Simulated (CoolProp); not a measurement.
A closed Brayton cycle with carbon dioxide: compressor inlet 331.15 K and 8.4 MPa, high pressure 18.8 MPa, turbine inlet 670 K, compressor efficiency 0.85, turbine efficiency 0.93, recuperator effectiveness 0 (on enthalpy, no pinch check). Each further row changes one setting.

Values from CoolProp's reference Helmholtz-energy equation of state, Span 1996.

| case | thermal efficiency (%) | net work (kJ/kg) | compressor to turbine work | compressor exit (K) | turbine exit (K) |
|---|---|---|---|---|---|
| as stated | 12.4 | 44.3 | 0.49 | 400.9 | 581.5 |
| turbine inlet 620 K | 12.2 | 36.2 | 0.54 | 400.9 | 535.0 |
| compressor inlet 341.15 K | ? | 39.6 | 0.54 | 414.8 | 581.5 |
| high pressure 16 MPa | ? | 37.7 | ? | 386.5 | 598.9 |
| recuperator effectiveness 0.5 | 17.5 | 44.3 | 0.49 | 400.9 | 581.5 |

Question: Some entries are withheld; supply them.

Answer: 
- compressor inlet 341.15 K, thermal efficiency (%): 11.9
- high pressure 16 MPa, thermal efficiency (%): 10.2
- high pressure 16 MPa, compressor to turbine work: 0.47
